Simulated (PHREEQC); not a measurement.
2.9 g of hydrous ferric oxide (600 m²/g; 0.2 weak and 0.005 strong sites per Fe, Dzombak-Morel constants, diffuse double layer) in 1 kg of water with 0.1 mol/kgw of an inert sodium salt and 0.0016 mol ZnSO4, at 25 °C; the pH is set by adding NaOH or the inert anion's acid. O2 is buffered at 0.21 atm. CO2 from the air is kept out. Precipitation was switched off in this run.

All values are PHREEQC results (ion-association model, wateq4f.dat), not measurements.

```json
[
 {"pH": "4", "S sorbed (%)": "97.4", "Zn sorbed (%)": "0.3", "surface charge σ (C/m²)": "0.178", "surface potential ψ (mV)": "115"},
 {"pH": "4.38", "S sorbed (%)": "96.4", "Zn sorbed (%)": "1.5", "surface charge σ (C/m²)": "0.162", "surface potential ψ (mV)": "111"},
 {"pH": "4.75", "S sorbed (%)": "94.5", "Zn sorbed (%)": "(withheld)", "surface charge σ (C/m²)": "(withheld)", "surface potential ψ (mV)": "104"},
 {"pH": "5.5", "S sorbed (%)": "83.1", "Zn sorbed (%)": "15.7", "surface charge σ (C/m²)": "0.097", "surface potential ψ (mV)": "86"},
 {"pH": "5.88", "S sorbed (%)": "72.1", "Zn sorbed (%)": "32.4", "surface charge σ (C/m²)": "(withheld)", "surface potential ψ (mV)": "77"},
 {"pH": "6.25", "S sorbed (%)": "60.2", "Zn sorbed (%)": "60.7", "surface charge σ (C/m²)": "0.067", "surface potential ψ (mV)": "69"},
 {"pH": "6.62", "S sorbed (%)": "48.2", "Zn sorbed (%)": "83.8", "surface charge σ (C/m²)": "0.058", "surface potential ψ (mV)": "62"},
 {"pH": "7.38", "S sorbed (%)": "22.4", "Zn sorbed (%)": "98.4", "surface charge σ (C/m²)": "(withheld)", "surface potential ψ (mV)": "(withheld)"},
 {"pH": "7.75", "S sorbed (%)": "11.3", "Zn sorbed (%)": "99.5", "surface charge σ (C/m²)": "0.030", "surface potential ψ (mV)": "37"},
 {"pH": "8.12", "S sorbed (%)": "(withheld)", "Zn sorbed (%)": "99.9", "surface charge σ (C/m²)": "0.018", "surface potential ψ (mV)": "24"},
 {"pH": "8.5", "S sorbed (%)": "1.1", "Zn sorbed (%)": "100.0", "surface charge σ (C/m²)": "0.005", "surface potential ψ (mV)": "7"},
 {"pH": "9.25", "S sorbed (%)": "0.1", "Zn sorbed (%)": "100.0", "surface charge σ (C/m²)": "-0.021", "surface potential ψ (mV)": "-28"},
 {"pH": "9.62", "S sorbed (%)": "0.0", "Zn sorbed (%)": "100.0", "surface charge σ (C/m²)": "-0.037", "surface potential ψ (mV)": "-44"},
 {"pH": "10", "S sorbed (%)": "0.0", "Zn sorbed (%)": "100.0", "surface charge σ (C/m²)": "-0.056", "surface potential ψ (mV)": "-60"}
]
```

### Question
Fill in the missing entries.

### Answer

- 4.75, Zn sorbed (%): 4.8
- 4.75, surface charge σ (C/m²): 0.142
- 5.88, surface charge σ (C/m²): 0.080
- 7.38, surface charge σ (C/m²): 0.039
- 7.38, surface potential ψ (mV): 47
- 8.12, S sorbed (%): 4.1
